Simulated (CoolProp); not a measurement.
Cyclopropane along the isobar 7.83 bar: density (kg/m³) from the reference equation and from simpler models built on Tc = 398.7 K, pc = 56.05 bar, ω = 0.131; each cubic takes its own stable root.

Values from CoolProp's reference Helmholtz-energy equation of state, Polt 1992. This equation is an older, rougher fit.

```csv
T (K),phase,reference,Redlich-Kwong,Peng-Robinson
312.4,gas,14.39,14.14,14.31
330.2,gas,13.27,13.14,13.28
348.1,gas,12.36,12.29,12.40
365.9,gas,11.60,11.57,11.65
383.8,gas,10.94,10.93,11.00
401.6,gas,10.37,10.37,10.42
419.5,gas,9.863,9.862,9.908
437.3,gas,9.411,9.411,9.449
455.2,gas,9.002,9.001,9.031
473,gas,8.633,8.629,8.654
```
